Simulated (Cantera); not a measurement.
A closed system holds: 1 mol TEOS, 1.1 mol O2, 0.11 mol H2, at 550 °C and 3.40 mbar.

These are equilibrium values from Cantera (NASA tables, ideal gas, pure condensed phases), not measurements of a reactor. Candidate condensed phases: C, C6H6, C7H8, C8H18, H2O, Si, SiC, SiO2; 123 gas species. The feed counts by its element totals alone. The numbers say what is thermodynamically allowed, not how fast it happens.

Base state: H2 0.710, CO 0.268, CO2 0.0116, H2O 0.00854, CH4 0.00160 (mole fractions); condensed: C(graphite) + SiO2(α-quartz).

Question: What changes in the equilibrium state with this change: TEOS replaced by SiH2Cl2?

Answer: 
```tsv
species	before	after
HCl	0	0.870
H2O	0.00854	0.0897
Cl2	0	0.0377
H2	0.710	<1e-9
CO	0.268	0
CO2	0.0116	0
O2	<1e-9	0.00243
CH4	0.00160	0
Cl	0	5.25e-5
C(graphite), mol	4.06	0
SiO2(α-quartz), mol	1.00	1.00
```
